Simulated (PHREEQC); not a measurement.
## Arsenic or selenium liquor: speciation

Consider water at 73 °C with 0.0044 mol H3AsO4, 0.0027 mol H3PO4 and 0.031 mol CaCl2 per kg of water. Closed to the air; pH follows from the charge balance.

Model: ion-association model, wateq4f.dat, run in PHREEQC.

Each row changes one thing in this solution. This is a speciation only: nothing precipitates in the calculation.

| case | pH | ionic strength (mol/kgw) | SI of Portlandite (Ca(OH)2) |
|---|---|---|---|
| as made | 2.45 | 0.0959 | -16.72 |
| H3PO4 left out | 2.63 | 0.0959 | -16.34 |
| H3AsO4 replaced by Na2HAsO4 at the same molality | 6.01 | 0.0990 | -9.61 |
| temperature from 73 to 55 °C | [?] | 0.0962 | [?] |
| H3AsO4 from 0.0044 to 0.044 mol/kgw | [?] | 0.106 | -17.72 |
| H3AsO4 left out | 2.74 | [?] | [?] |

Complete the blanks.


- temperature from 73 to 55 °C, pH: 2.43
- temperature from 73 to 55 °C, SI of Portlandite (Ca(OH)2): -17.80
- H3AsO4 from 0.0044 to 0.044 mol/kgw, pH: 1.95
- H3AsO4 left out, ionic strength (mol/kgw): 0.0935
- H3AsO4 left out, SI of Portlandite (Ca(OH)2): -16.13

Some of these states are supersaturated (in Hydroxyapatite, for instance). H3PO4, which wateq4f.dat lacks, is added to it with the constant of phreeqc.dat. Constants without temperature data keep their 25 °C values here. The database has no arsenate complexes of Ca.
